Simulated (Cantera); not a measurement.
A freely propagating, adiabatic, planar premixed flame of CO : H₂ : CH₄ : O₂ : N₂ = 1 : 0.091 : 0.3 : 1.71 : 6.43 (molar parts), equivalence ratio 0.67, unburnt at 475 K and 4.20 bar; mixture-averaged transport, grid criteria slope 0.08 and curve 0.16, no radiation.

Model: GRI-Mech 3.0 (53 species, 325 reactions), integrated in Cantera. Burning velocities carry a grid error of a few per cent, more on coarse grids.

Problem. How do the results move with these cheaper or finer settings: unity-Lewis-number transport; multicomponent transport; multicomponent+Soret transport; grid criteria slope 0.5, curve 1; grid criteria slope 0.25, curve 0.5; grid criteria slope 0.03, curve 0.06?

Solution. 
```
setting                               laminar burning velocity  thermal thickness  peak x(C₂H₄)  peak x(CH₂)  grid points
------------------------------------  ------------------------  -----------------  ------------  -----------  -----------
as above                                             41.1 cm/s           0.155 mm       2.59e-5      2.94e-6          142
unity-Lewis-number transport                         38.8 cm/s           0.149 mm       2.19e-5      3.45e-6          138
multicomponent transport                             41.4 cm/s           0.156 mm       2.63e-5      2.95e-6          142
multicomponent+Soret transport                       40.6 cm/s           0.157 mm       2.59e-5      2.86e-6          144
grid criteria slope 0.5, curve 1                     44.8 cm/s           0.170 mm       2.71e-5      2.77e-6           35
grid criteria slope 0.25, curve 0.5                  42.4 cm/s           0.161 mm       2.61e-5      2.90e-6           59
grid criteria slope 0.03, curve 0.06                 40.6 cm/s           0.153 mm       2.58e-5      2.95e-6          346
```
The base run took very roughly 25 core-seconds.
Unity Lewis numbers drop preferential diffusion, which matters most where H2 and H carry the flame; Soret adds thermal diffusion.
